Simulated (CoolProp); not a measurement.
R143a at several states: density (kg/m³) from the reference equation and from simpler models built on Tc = 345.9 K, pc = 37.62 bar, ω = 0.261; each cubic takes its own stable root.

Values from CoolProp's reference Helmholtz-energy equation of state, Lemmon and Jacobsen 2000.

```
T (K)  p (bar)          phase  reference  Soave-Redlich-Kwong  Peng-Robinson
-----  -------  -------------  ---------  -------------------  -------------
329.5     10.7            gas      38.01                37.49          37.97
212.8     50.8         liquid       1213                 1030           1161
381.6      190  supercritical      803.3                683.1          753.4
228.5     22.4         liquid       1165                989.3           1117
```
